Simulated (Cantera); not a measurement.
**Low-pressure radical oxidation in H2/O2**

An isothermal, constant-pressure homogeneous reactor starts with 0.386 % H2, 64.3 % O2, 35.3 % N2, equivalence ratio 0.0030, at 1150 K and 0.00620 bar.

Detailed kinetics in Cantera: GRI-Mech 3.0 (53 species, 325 reactions). Radical loss at walls, strong at low pressure, is not modelled.

```
t (s)        x H2   x O2      x NO     x N2O       x H
--------  -------  -----  --------  --------  --------
3.00e-6   0.00386  0.643    <1e-12    <1e-12  1.17e-12
1.30e-5   0.00386  0.643    <1e-12    <1e-12  4.94e-12
5.62e-5   0.00386  0.643    <1e-12    <1e-12  1.90e-11
0.000243  0.00386  0.643    <1e-12    <1e-12  5.38e-11
0.00105   0.00386  0.643    <1e-12    <1e-12  1.01e-10
0.00456   0.00386  0.643    <1e-12    <1e-12  3.89e-10
0.0197    0.00386  0.643    <1e-12    <1e-12   4.71e-8
0.0854    2.28e-5  0.639  3.54e-10  5.37e-10  0.000136
0.370     8.70e-6  0.640   2.22e-9   3.03e-9   9.12e-5
1.60      4.63e-6  0.641   6.48e-9   4.66e-9   3.49e-5
6.93      9.59e-7  0.642   1.02e-8   5.16e-9   3.27e-6
30.0      9.12e-8  0.642   1.20e-8   5.37e-9   9.66e-8
```
x: mole fraction; the columns are a selection and need not sum to one.

Equilibrium at this temperature and pressure: H2 2.65e-10, O2 0.642, NO 0.000155, N2O 5.91e-10, H 1.55e-11 (gas phase only).
